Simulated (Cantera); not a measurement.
A perfectly stirred reactor is fed with 6.70 % CH4, 6.70 % H2, 18.2 % O2, 68.4 % N2, equivalence ratio 0.92, at 1.00 bar; it is adiabatic with a 500 K inlet, and is followed from long to short residence time, starting on the burning branch (τ in s: 0.037, 0.022, 0.013, 0.0073, 0.0042, 0.0025, 0.0014, 0.00083, 0.00048, 0.00028, 0.00016, 9.4e-05, 5.5e-05).

Cantera simulation using GRI-Mech 3.0 (53 species, 325 reactions); the numbers are that mechanism's predictions, not measurements.

x: mole fraction; the columns are a selection and need not sum to one.

```tsv
τ (s)	T (K)	x CH4	x H2	x O2	x CH3	x C2H2	x NO2
0.037	2289	3.93e-6	0.00402	0.0181	(withheld)	3.60e-10	4.32e-7
0.022	2279	6.07e-6	0.00445	0.0188	(withheld)	7.53e-10	3.09e-7
0.013	2264	9.20e-6	0.00507	0.0196	(withheld)	1.44e-9	2.12e-7
0.0073	2240	1.41e-5	0.00604	0.0206	(withheld)	2.63e-9	1.35e-7
0.0042	2210	2.10e-5	0.00727	0.0219	(withheld)	4.30e-9	8.54e-8
0.0025	2175	3.05e-5	0.00866	0.0233	(withheld)	6.59e-9	5.47e-8
0.0014	2129	4.65e-5	0.0104	0.0251	(withheld)	1.06e-8	3.35e-8
0.00083	2082	6.92e-5	0.0122	0.0269	(withheld)	1.68e-8	2.20e-8
0.00048	2028	0.000108	0.0141	0.0289	(withheld)	2.88e-8	1.45e-8
0.00028	1970	0.000172	0.0159	0.0312	(withheld)	5.25e-8	9.93e-9
0.00016	1907	0.000291	0.0178	0.0339	(withheld)	1.09e-7	6.74e-9
9.4e-5	1845	0.000508	0.0197	0.0373	(withheld)	2.46e-7	4.59e-9
5.5e-5	1778	0.000973	0.0219	0.0423	(withheld)	6.74e-7	2.97e-9
```

Fill in the missing entries.


- 0.037, x CH3: 2.06e-6
- 0.022, x CH3: 3.14e-6
- 0.013, x CH3: 4.66e-6
- 0.0073, x CH3: 6.91e-6
- 0.0042, x CH3: 9.83e-6
- 0.0025, x CH3: 1.35e-5
- 0.0014, x CH3: 1.93e-5
- 0.00083, x CH3: 2.68e-5
- 0.00048, x CH3: 3.85e-5
- 0.00028, x CH3: 5.60e-5
- 0.00016, x CH3: 8.55e-5
- 9.4e-5, x CH3: 0.000134
- 5.5e-5, x CH3: 0.000226
